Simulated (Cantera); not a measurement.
Input: 1 mol Si, a varied amount of CO2, 2.1 mol H2, equilibrated at 1300 K and 0.00920 bar.

Method: chemical equilibrium by Gibbs-energy minimisation in Cantera with the NASA 1993 tables (ideal gas, pure condensed phases). Candidate condensed phases: C, C6H6, C7H8, C8H18, H2O, Si, SiC, SiO2; 123 gas species. The tables hold silica as quartz up to 1696 K and as liquid above; real silica turns to tridymite and cristobalite and melts near 1996 K. Rates play no part.

Question: At 1.4 mol CO2, list the 4 most abundant gas species with their mole fractions, and the condensed phases.

Answer: H2 0.724, CO 0.276, CH4 3.79e-5, H2O 1.68e-5. Condensed: C(graphite) + SiO2(β-quartz).
